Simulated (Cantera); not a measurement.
Standard-state values (1 bar) from the NASA 1993 polynomials, evaluated with Cantera. Values are per mole of reaction as written; species without (g) are pure solids or liquids, kept so even where they would boil at 1 bar.

**Question.** Between 300 and 1873 K, where is each reaction favourable under standard conditions?
- Ba(OH)2 + Br2(g) + H2(g) ⇌ 2 H2O(g) + BaBr2
- BaBr2 + 2 OH(g) ⇌ O2(g) + Ba + 2 HBr(g)

**Answer.** 
- Ba(OH)2 + Br2(g) + H2(g) ⇌ 2 H2O(g) + BaBr2: ΔG° is -339 kJ at 300 K and -340 kJ at 1873 K; it stays negative (K > 1). ΔH° is -349 kJ and ΔS° -5 J/K at 1873 K.
- BaBr2 + 2 OH(g) ⇌ O2(g) + Ba + 2 HBr(g): ΔG° is 561 kJ at 300 K and 377 kJ at 1873 K; it stays positive (K < 1). ΔH° is 549 kJ and ΔS° 92 J/K at 1873 K.
